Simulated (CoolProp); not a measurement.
A single-stage vapour-compression cycle with the fluid: evaporating at 279.15 K (dew point), condensing at 303.15 K (bubble point), superheat 8 K, subcooling 2 K, compressor efficiency 0.65, no pressure losses. The same conditions are run with several fluids, on thermodynamics alone (safety and materials aside).

Model: reference Helmholtz-energy equation of state of each fluid (R22: Kamei 1995; propylene: Lemmon 2013; sulfur hexafluoride: Guder 2009; R1336mzz(E): Akasaka 2023; R11: Jacobsen 1992; vinyl chloride: Thol 2022), in CoolProp.

```json
[
 {"fluid": "R22", "cooling COP": "?", "pressure ratio": "1.98", "discharge temperature (K)": "333.4", "refrigerating effect (kJ/kg)": "?", "volumetric capacity (kJ/m³)": "4390"},
 {"fluid": "propylene", "cooling COP": "6.63", "pressure ratio": "1.88", "discharge temperature (K)": "325.2", "refrigerating effect (kJ/kg)": "325", "volumetric capacity (kJ/m³)": "?"},
 {"fluid": "sulfur hexafluoride", "cooling COP": "?", "pressure ratio": "1.80", "discharge temperature (K)": "315.3", "refrigerating effect (kJ/kg)": "60.9", "volumetric capacity (kJ/m³)": "7100"},
 {"fluid": "R1336mzz(E)", "cooling COP": "6.89", "pressure ratio": "2.45", "discharge temperature (K)": "313.6", "refrigerating effect (kJ/kg)": "?", "volumetric capacity (kJ/m³)": "901"},
 {"fluid": "R11", "cooling COP": "7.11", "pressure ratio": "2.44", "discharge temperature (K)": "330.2", "refrigerating effect (kJ/kg)": "173", "volumetric capacity (kJ/m³)": "?"},
 {"fluid": "vinyl chloride", "cooling COP": "?", "pressure ratio": "2.13", "discharge temperature (K)": "340.4", "refrigerating effect (kJ/kg)": "312", "volumetric capacity (kJ/m³)": "?"}
]
```

Task: Some entries are withheld; supply them.

Result: 
- R22, cooling COP: 6.69
- R22, refrigerating effect (kJ/kg): 179
- propylene, volumetric capacity (kJ/m³): 4550
- sulfur hexafluoride, cooling COP: 5.51
- R1336mzz(E), refrigerating effect (kJ/kg): 134
- R11, volumetric capacity (kJ/m³): 525
- vinyl chloride, cooling COP: 6.98
- vinyl chloride, volumetric capacity (kJ/m³): 1840
